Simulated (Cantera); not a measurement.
A closed system holds: 1 mol Si, a varied amount of HF, equilibrated at 550 °C and 2200 Pa.

These are equilibrium values from Cantera (NASA tables, ideal gas, pure condensed phases), not measurements of a reactor. Candidate condensed phases: Si; 25 gas species. The tables' values for SiF3 are old estimates; treat these amounts as uncertain. Equilibrium is a limit: real reactors are often held back by kinetics, nucleation or transport.

log p: log10 of the partial pressure in bar; n: condensed amount in mol.

```tsv
n(HF) (mol)	log p H2	log p HF	log p SiF4	log p SiHF3	log p SiH2F2	n Si(s)
1.2	-1.84	-7.58	-2.14	-3.60	-5.29	___
2.2	-1.84	-7.58	-2.14	-3.60	-5.29	___
3.2	-1.84	-7.58	-2.14	-3.60	-5.29	___
4.2	-1.86	-2.86	-2.16	-8.36	<-13	0
5.3	-1.99	-2.18	-2.29	-9.30	<-13	0
6.3	-2.08	-2.02	-2.38	-9.64	<-13	0
7.3	-2.16	-1.94	-2.46	-9.88	<-13	0
```

Task: What belongs in the gaps?

Result: 
- 1.2, n Si(s): 0.697
- 2.2, n Si(s): 0.445
- 3.2, n Si(s): 0.193
